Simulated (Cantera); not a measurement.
A closed system holds: 1 mol HgO, 8.3 mol H2, 1.7 mol N2, held at 1673 K and 0.000340 bar.

Equilibrium computed with Cantera from the NASA thermochemical tables; the gas is ideal and each condensed phase is pure. Candidate condensed phases: H2O, Hg, HgO; 25 gas species. Equilibrium is a limit: real reactors are often held back by kinetics, nucleation or transport.

Base state: H2 0.659, N2 0.154, Hg 0.0907, H2O 0.0906, H 0.00502, OH 3.32e-5 (mole fractions); condensed: gas only.

**Question.** What changes in the equilibrium state with this change: pressure from 0.000340 bar to 0.100 bar?

**Answer.** 
```csv
species,before,after
H2,0.659,0.663
N2,0.154,0.155
Hg,0.0907,0.0909
H,0.00502,0.000293
H2O,0.0906,0.0909
OH,3.32e-5,1.93e-6
```
